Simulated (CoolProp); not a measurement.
n-decane at 293.15 K and 10.5 MPa is throttled through a valve to 0.503 MPa with no heat exchange. Each further row changes one setting.

Model: reference Helmholtz-energy equation of state, Lemmon 2006, in CoolProp. It is a short technical equation, of lower accuracy than the large ones.

| case | temperature change (K) | final density (kg/m³) |
|---|---|---|
| as stated | +4.4 | 727 |
| outlet pressure 0.151 MPa | +4.5 | 727 |
| outlet pressure 0.654 MPa | +4.3 | 728 |
